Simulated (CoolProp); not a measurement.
Isobutane along the isotherm 563.3 K: Z from the reference equation and from simpler models built on Tc = 407.8 K, pc = 3.629 MPa, ω = 0.184; each cubic takes its own stable root.

The numbers come from the reference Helmholtz-energy equation of state, Bücker 2006 in CoolProp.

```csv
p (MPa),phase,reference,Redlich-Kwong,Soave-Redlich-Kwong
0.34,gas,0.9895,0.9880,0.9902
0.68,gas,0.9790,0.9760,0.9804
1.02,gas,0.9686,0.9640,0.9707
1.36,gas,0.9582,0.9521,0.9611
1.7,gas,0.9478,…,0.9516
2.04,gas,…,0.9283,0.9422
2.38,gas,0.9272,0.9164,0.9329
2.72,gas,0.9170,…,…
3.06,gas,0.9069,0.8930,0.9149
3.4,gas,0.8969,0.8815,0.9061
3.74,supercritical,…,…,0.8975
4.08,supercritical,…,0.8588,…
4.42,supercritical,0.8677,0.8478,0.8811
4.76,supercritical,0.8583,0.8370,0.8732
5.1,supercritical,0.8490,0.8265,0.8656
5.44,supercritical,0.8400,0.8162,0.8584
```

Question: Complete the blanks.

Answer: 
- 1.7, Redlich-Kwong: 0.9402
- 2.04, reference: 0.9375
- 2.72, Redlich-Kwong: 0.9047
- 2.72, Soave-Redlich-Kwong: 0.9238
- 3.74, reference: 0.8871
- 3.74, Redlich-Kwong: 0.8701
- 4.08, reference: 0.8773
- 4.08, Soave-Redlich-Kwong: 0.8892
